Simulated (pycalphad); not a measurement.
**Phase fractions of Ti-0.94Mn-1.06Si-0.12Fe (at.%)**

CALPHAD calculation (pycalphad, COST 507 light-alloy database (1999)), 1 atm. The database dates from 1999; later assessments differ in places, in temperatures and in the compounds included. The system is extrapolated from its subsystems; higher-order compounds may be missing. Phase fractions are per mole of atoms. Kinetics are ignored, which matters at the lower temperatures.

```
T (°C)  LIQUID  BCC_A2  HCP_A3  SITI3  LAVES_C14  ALPHA_TIMN
------  ------  ------  ------  -----  ---------  ----------
1677     1.000       -       -      -          -           -
1602     0.352   0.648       -      -          -           -
1527     0.039   0.961       -      -          -           -
1452         -   1.000       -      -          -           -
852          -   1.000       -      -          -           -
702          -   0.090   0.886  0.024          -           -
627          -   0.058   0.916  0.026          -           -
552          -   0.045   0.927  0.028          -           -
477          -       -   0.957  0.029      0.012       0.002
402          -       -   0.955  0.030      0.013       0.002
327          -       -   0.953  0.031      0.016           -
252          -       -   0.951  0.033      0.016           -
```

Database names, with the compositions (at.%) that they take in these runs: SITI3: Ti 75 Si 25; LAVES_C14: Mn 53-58 Ti 34-37 Fe 8-10; ALPHA_TIMN: Ti 50 Mn 50. BCC_A2 is bcc; HCP_A3 is hcp.
